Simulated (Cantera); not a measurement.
Input: 1 mol S, 1.6 mol H2, 50 mol N2, at 3348 K and 0.160 bar.

These are equilibrium values from Cantera (NASA tables, ideal gas, pure condensed phases), not measurements of a reactor. Kinetics and transport are ignored.

| species | before | after |
|---|---|---|
| N2 | 0.925 | 0.961 |
| H2 | 0.00270 | 0.0282 |
| S2 | 0.000130 | 0.00823 |
| H | 0.0536 | 2.24e-5 |
| S | 0.0180 | 2.69e-5 |
| N | 0.000251 | <1e-9 |
| H2S | 8.16e-7 | 0.00238 |
| SN | 4.16e-5 | 1.29e-7 |
| SH | 0.000249 | 0.000355 |
Gas species are given as mole fractions.

**Question.** What was changed between the two runs?
A. temperature from 3348 K to 1598.15 K
B. H2 from 1.6 to 0.12 mol
C. H2 from 1.6 to 0.2 mol
D. pressure from 0.160 bar to 1.40 mbar

**Answer.** A, temperature from 3348 K to 1598.15 K
